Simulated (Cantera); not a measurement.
Feed: 1 mol Al₂O₃, 0.16 mol N₂, equilibrated at 2725 K and 100000 Pa.

Equilibrium computed with Cantera from the NASA thermochemical tables; the gas is ideal and each condensed phase is pure. Candidate condensed phases: Al, AlN, Al₂O₃; 16 gas species. Kinetics and transport are ignored.

Base state: N₂ 1.000, NO 0.000159, Al 0.000110, O 7.86e-5, AlO 5.27e-5, Al₂O 2.63e-5 (mole fractions); condensed: Al₂O₃(l).

Q: What changes in the equilibrium state with this change: pressure from 100000 Pa to 1330 Pa?

A: 
```csv
species,before,after
N₂,1.000,0.980
O,7.86e-5,0.00823
Al,0.000110,0.00502
O₂,3.84e-6,0.000562
AlO,5.27e-5,0.00335
Al₂O₂,6.84e-7,3.67e-5
Al₂O,2.63e-5,0.00101
"Al₂O₃(l), mol",1.000,0.999
```
